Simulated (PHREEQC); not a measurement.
Solution (20 °C): 1 mmol/kgw Cu(BF4)2, 160 mmol/kgw H2SO4 and 0.15 mmol/kgw Na2SO4. Closed to the air; pH follows from the charge balance.

Equilibrium calculation in PHREEQC: ion-association model, phreeqc.dat.

No solid was allowed to form.

Question: Estimate the pH, activity of water, ionic strength.

Answer: pH 0.83; activity of water 0.994; ionic strength 0.215 mol/kgw.

Question: In which forms is S present?

Answer: HSO4- 83 %, SO4-2 17 % of the S.

Complexes and solids missing from the database can't appear. Real BF4- forms and hydrolyses slowly; the run takes it at equilibrium.
